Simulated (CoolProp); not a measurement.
Vapour-liquid equilibrium of R22 (1) + C3F8 (R218) (2) at 205.3 K; x and y are mole fractions of (1).

Model: multi-fluid Helmholtz-energy mixture model, Kamei 1995 and Lemmon 2006; pair parameters Bell 2016, in CoolProp.

```csv
x,"bubble pressure, mixture model (MPa)","bubble pressure, Raoult's law (MPa)","y, mixture model","y, Raoult's law"
0.05,0.02312,0.01944,0.205,0.060
0.125,0.02750,0.01976,0.374,0.148
0.2,0.03041,0.02007,0.466,0.234
0.275,0.03219,0.02039,0.520,0.316
0.35,0.03317,0.02071,0.552,0.396
0.425,0.03364,0.02102,0.571,0.474
0.5,0.03382,0.02134,0.582,0.549
0.575,0.03386,0.02166,0.588,0.623
0.65,0.03384,0.02197,0.594,0.694
0.725,0.03372,0.02229,0.603,0.763
0.8,0.03327,0.02261,0.623,0.830
0.875,0.03191,0.02292,0.671,0.895
0.95,0.02834,0.02324,0.793,0.959
```

The largest gap from Raoult's law is +60.2 % in bubble pressure, at x = 0.35. y crosses x between x = 0.575 and 0.65: the model has an azeotrope there.

The pair parameters rest on a limited set of measurements; away from them the model extrapolates. With so large a gap from Raoult's law the liquid may split in two, which this calculation doesn't test in full.
